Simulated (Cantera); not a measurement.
## SiF₄ + H₂O + N₂ (silicon oxide and oxynitride deposition)

A closed system holds: 1 mol SiF₄, 4.6 mol H₂O, 7.6 mol N₂, equilibrated at 1.35 Torr.

Cantera equilibrium calculation (NASA polynomials, part measured and part estimated; ideal gas, pure solids and liquids). Candidate condensed phases: H₂O, Si, SiO₂, Si₂N₂O, Si₃N₄; 58 gas species. The tables hold silica as quartz up to 1696 K and as liquid above; real silica turns to tridymite and cristobalite and melts near 1996 K. The numbers say what is thermodynamically allowed, not how fast it happens.

| T (°C) | log p N₂ | log p HF | log p H₂O | log p H₂ | log p SiF₄ | n SiO₂(β-quartz) |
|---|---|---|---|---|---|---|
| 750 | -3.02 | -3.30 | -3.48 | -8.72 | -5.72 | 0.985 |
| 800 | -3.02 | -3.30 | -3.48 | -8.33 | -5.96 | 0.991 |
| 850 | -3.02 | -3.30 | -3.48 | -7.97 | -6.19 | 0.995 |
| 900 | -3.02 | -3.30 | -3.48 | -7.64 | -6.40 | 0.997 |
| 950 | -3.02 | -3.30 | -3.48 | -7.33 | -6.59 | 0.998 |
| 1000 | -3.02 | -3.30 | -3.48 | -7.05 | -6.77 | 0.999 |
| 1050 | -3.02 | -3.30 | -3.48 | -6.79 | -6.94 | 0.999 |
| 1100 | -3.02 | -3.30 | -3.48 | -6.55 | -7.10 | 0.999 |
| 1150 | -3.02 | -3.30 | -3.48 | -6.33 | -7.24 | 1.000 |
| 1200 | -3.02 | -3.30 | -3.48 | -6.12 | -7.38 | 1.000 |
| 1250 | -3.02 | -3.30 | -3.48 | -5.93 | -7.51 | 1.000 |
| 1300 | -3.02 | -3.30 | -3.48 | -5.74 | -7.62 | 1.000 |
| 1350 | -3.02 | -3.30 | -3.49 | -5.57 | -7.73 | 1.000 |
| 1400 | -3.02 | -3.30 | -3.49 | -5.41 | -7.84 | 1.000 |
log p: log10 of the partial pressure in bar; n: condensed amount in mol.

From 750 °C to 1400 °C the condensed part is SiO₂(β-quartz). The main Si-bearing gas is SiF₄ throughout.
